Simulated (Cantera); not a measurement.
Input (Python, Cantera) and output of one run.

```python
import numpy as np
import cantera as ct

gas_names = """
    C CH CH2 CH3 CH2OH CH3O CH4 CH3OH CO CO2 COOH C2 C2H CHCO,ketyl C2H2,acetylene C2H2,vinylidene
    CH2CO,ketene C2H3,vinyl CH3CO,acetyl C2H4 C2H4O,ethylen CH3CHO,ethanal CH3COOH (HCOOH)2 C2H5 C2H6
    CH3OCH3 C2H5OH C2O C3 C3H3,propargyl C3H4,allene C3H4,propyne C3H4,cyclo- C3H5,allyl C3H6,propylene
    C3H6,cyclo- C3H6O C3H7,n-propyl C3H7,i-propyl C3H8 C3H8O,1propanol C3H8O,2propanol C3O2 C4 C4H2
    C4H4,1,3-cyclo- C4H6,butadiene C4H6,2-butyne C4H6,cyclo- C4H8,1-butene C4H8,cis2-buten
    C4H8,tr2-butene C4H8,isobutene C4H8,cyclo- (CH3COOH)2 C4H9,n-butyl C4H9,i-butyl C4H9,s-butyl
    C4H9,t-butyl C4H10,isobutane C4H10,n-butane C5 C5H6,1,3cyclo- C5H8,cyclo- C5H10,1-pentene
    C5H10,cyclo- C5H11,pentyl C5H11,t-pentyl C5H12,n-pentane C5H12,i-pentane CH3C(CH3)2CH3 C6H2
    C6H5,phenyl C6H5O,phenoxy C6H6 C6H5OH,phenol C6H10,cyclo- C6H12,1-hexene C6H12,cyclo- C6H13,n-hexyl
    C7H7,benzyl C7H8 C7H8O,cresol C7H14,1-heptene C7H15,n-heptyl C7H16,n-heptane C8H8,styrene
    C8H10,ethylbenz C8H16,1-octene C8H17,n-octyl C8H18,isooctane C8H18,n-octane C9H19,n-nonyl
    C10H8,naphthale C10H21,n-decyl C12H9,o-bipheny C12H10,bipheny Fe FeC5O5 FeO Fe(OH)2 H HCO HO2 H2
    HCHO,formaldehy HCOOH H2O H2O2 O OH O2 O3
""".split()
cond_names = """
    C(gr) C6H6(L) C7H8(L) C8H18(L),n-octa Fe(a) Fe(c) Fe(d) Fe(L) FeC5O5(L) FeO(s) FeO(L) Fe(OH)2(s)
    Fe(OH)3(s) Fe2O3(s) Fe3O4(s) H2O(s) H2O(L)
""".split()


def load(file, names, dense=False):
    # The tables refer to 1 bar. Condensed volumes are neglected.
    table = {s.name: s for s in ct.Species.list_from_file(file)}
    out = []
    for n in names:
        d = dict(table[n].input_data)
        d["thermo"] = dict(d["thermo"], **{"reference-pressure": 1e5})
        if dense:
            d["equation-of-state"] = {"model": "constant-volume", "density": "1e6 g/cm^3"}
        out.append(ct.Species.from_dict(d))
    return out


gas = ct.Solution(thermo="ideal-gas", species=load("nasa_gas.yaml", gas_names))
cond = {s.name: ct.Solution(thermo="fixed-stoichiometry", species=[s], name=s.name)
        for s in load("nasa_condensed.yaml", cond_names, dense=True)}
atoms = {
    'Fe2O3': {'Fe': 2, 'O': 3},
    'CO': {'C': 1, 'O': 1},
    'H2': {'H': 2},
}
top_T = {'C(gr)': 4500, 'Fe2O3(s)': 1830, 'Fe3O4(s)': 1870}  # K; cautious upper limits of use, not melting points


def equilibrate(T, P, feed):
    n = {}
    for name, mol in feed.items():
        for a, k in atoms[name].items():
            n[a] = n.get(a, 0.0) + k * mol
    gas.TPX = T, P, n
    mass = sum(n.values()) * gas.mean_molecular_weight
    gas.equilibrate("TP")
    valid = [c for c in cond.values() if c.min_temp <= T <= top_T.get(c.name, c.max_temp)]
    mix = ct.Mixture([(gas, mass / gas.mean_molecular_weight)] + [(c, 0.0) for c in valid])
    mix.T, mix.P = T, P
    mix.equilibrate("TP", solver="vcs", rtol=1e-11, max_steps=5000)
    return mix


results = []
feed = {'Fe2O3': 1, 'CO': 1.2, 'H2': 10}  # mol
P = 13  # Pa
for T in [1573, 1648, 1723, 1798, 1873, 1948, 2023, 2098, 2173]:
    mix = equilibrate(T, P, feed)
    results.append((T, P, feed, dict(zip(mix.species_names, mix.species_moles))))

top = {s: max(r[3][s] / sum(r[3][g] for g in gas_names) for r in results) for s in gas_names}
cols = sorted((s for s in top if top[s] > 0.0001), key=lambda s: -top[s])[:9]
seen = [c for c in cond_names if any(r[3].get(c, 0) > 1e-12 for r in results)]
print("log10 of partial pressures in bar; condensed amounts in mol")
print(f"{'T/K':>10s}" + "".join(f"{s[:9]:>10s}" for s in cols + seen))
for T, P, feed, n in results:
    ng = sum(n[g] for g in gas_names)
    print(f"{T:10.4g}" + "".join(f"{np.log10(max(n[s] / ng * P / 1e5, 1e-99)):10.3f}" for s in cols)
          + "".join(f"{n.get(c, 0):10.4g}" for c in seen))
```

Output:

```
log10 of partial pressures in bar; condensed amounts in mol
       T/K        H2       H2O         H        Fe        CO        OH       CO2         O       FeO     Fe(c)     Fe(d)
      1573    -4.085    -4.483    -6.433    -6.182    -4.915    -8.274    -5.774   -10.697    -8.849     1.943         0
      1648    -4.094    -4.489    -6.097    -5.584    -4.918    -7.839    -5.818    -9.931    -8.126     1.769         0
      1723    -4.121    -4.512    -5.800    -5.040    -4.938    -7.452    -5.875    -9.230    -7.467         0     1.145
      1798    -4.168    -4.555    -5.537    -4.713    -4.977    -7.106    -5.945    -8.587    -7.035         0         0
      1873    -4.179    -4.560    -5.280    -4.717    -4.979    -6.770    -5.972    -7.991    -6.940         0         0
      1948    -4.198    -4.570    -5.046    -4.725    -4.984    -6.461    -5.997    -7.439    -6.852         0         0
      2023    -4.228    -4.588    -4.836    -4.736    -4.993    -6.178    -6.022    -6.924    -6.773         0         0
      2098    -4.273    -4.620    -4.648    -4.753    -5.008    -5.922    -6.049    -6.444    -6.704         0         0
      2173    -4.336    -4.679    -4.485    -4.778    -5.031    -5.701    -6.089    -6.003    -6.656         0         0
```

These are equilibrium values from Cantera (NASA tables, ideal gas, pure condensed phases), not measurements of a reactor.
